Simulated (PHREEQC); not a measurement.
A made-up water analysis in mg/L, 65 °C, pH 6.95, pe 2.1: Na 0.198; K 0.165; Ca 1.76; Mg 0.0421; Cl 1.29; S(6) as SO4 2.84; Alkalinity as HCO3 0.482; Li 0.00074; B 0.00408; Fe(2) 0.00333.

Valence states are taken as typed.

Model: ion-association model, wateq4f.dat, run in PHREEQC.

Precipitation was switched off in this run.

Question: Estimate the charge-balance error.

Answer: charge-balance error 0.5 %.

Question: In which forms is C present?

Answer: HCO3- 82 %, CO2 18 % of the C.

Away from 25 °C the constants follow the database's enthalpies or fits; those with neither stay at their 25 °C values.
